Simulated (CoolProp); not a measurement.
Vapour-liquid equilibrium of carbon dioxide (1) + ethane (2) at 254.5 K; x and y are mole fractions of (1).

The numbers come from the multi-fluid Helmholtz-energy mixture model, Span 1996 and Bücker 2006; pair parameters Kunz 2012 in CoolProp.

| x | bubble pressure, mixture model (kPa) | bubble pressure, Raoult's law (kPa) | y, mixture model | y, Raoult's law |
|---|---|---|---|---|
| 0.05 | 1620 | 1505 | 0.111 | 0.068 |
| 0.125 | 1812 | 1548 | 0.239 | 0.166 |
| 0.2 | 1974 | 1591 | 0.336 | 0.258 |
| 0.275 | 2106 | 1634 | 0.412 | 0.345 |
| 0.35 | 2211 | 1678 | 0.475 | 0.428 |
| 0.425 | 2291 | 1721 | 0.528 | 0.507 |
| 0.5 | 2349 | 1764 | 0.575 | 0.582 |
| 0.575 | 2386 | 1808 | 0.619 | 0.653 |
| 0.65 | 2403 | 1851 | 0.661 | 0.721 |
| 0.725 | 2400 | 1894 | 0.706 | 0.786 |
| 0.8 | 2371 | 1937 | 0.756 | 0.848 |
| 0.875 | 2307 | 1981 | 0.819 | 0.907 |
| 0.95 | 2185 | 2024 | 0.910 | 0.964 |

The largest gap from Raoult's law is +33.1 % in bubble pressure, at x = 0.425. y crosses x between x = 0.65 and 0.725: the model has an azeotrope there.

The pair parameters rest on a limited set of measurements; away from them the model extrapolates.
